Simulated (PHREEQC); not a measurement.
# Silver or lead bath: an equilibrium model

Make-up at 25 °C: 3.5 mmol/kgw Pb(NO3)2, 9.3 mmol/kgw HF and 24 mmol/kgw Na2SO4. Closed to the air; pH follows from the charge balance.

The numbers come from PHREEQC with the ion-association model, wateq4f.dat.

- pH = 2.81
- ionic strength = 0.0702 mol/kgw
- total alkalinity = -9.30 meq/kg

```csv
species,molality,activity,log γ
Na+,0.0462,0.0371,-0.095
SO4-2,0.0183,0.00765,-0.379
NO3-,0.00695,0.00543,-0.107
HF,0.00574,0.00583,0.007
F-,0.00316,0.00249,-0.104
PbSO4,0.00205,0.00208,0.007
H+,0.00186,0.00156,-0.076
NaSO4-,0.00176,0.00142,-0.092
HSO4-,0.00145,0.00116,-0.097
Pb+2,0.00117,0.000484,-0.384
Pb(SO4)2-2,0.000203,8.36e-5,-0.384
H2F2,8.73e-5,8.87e-5,0.007
HF2-,7.08e-5,5.58e-5,-0.104
```

This is a speciation only: nothing precipitates in the calculation. Saturation is exceeded, for instance for Anglesite; the values hold only as long as no solid forms.
